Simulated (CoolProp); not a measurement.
50 sccm (0 °C, 1 atm) of nitrogen bubbles through liquid octamethyltrisiloxane (MDM) at 361.1 K and leaves saturated at a total pressure of 0.15 MPa (ideal gas phase). Each further row changes one setting.

The numbers come from the reference Helmholtz-energy equation of state, Thol 2017 in CoolProp.

| case | vapour pressure (kPa) | mole fraction of vapour | delivery (mg/min) | delivery (sccm) | change of delivery for a bath 1 K warmer (%) |
|---|---|---|---|---|---|
| as stated | 12.6 | ? | ? | 4.58 | 4.4 |
| bath temperature 366.1 K | ? | 0.102 | ? | ? | 4.4 |
| total pressure 0.3 MPa | 12.6 | ? | ? | ? | 4.2 |

Task: What belongs in the gaps?

Result: 
- as stated, mole fraction of vapour: 0.0839
- as stated, delivery (mg/min): 48.3
- bath temperature 366.1 K, vapour pressure (kPa): 15.3
- bath temperature 366.1 K, delivery (mg/min): 60.0
- bath temperature 366.1 K, delivery (sccm): 5.68
- total pressure 0.3 MPa, mole fraction of vapour: 0.0420
- total pressure 0.3 MPa, delivery (mg/min): 23.1
- total pressure 0.3 MPa, delivery (sccm): 2.19
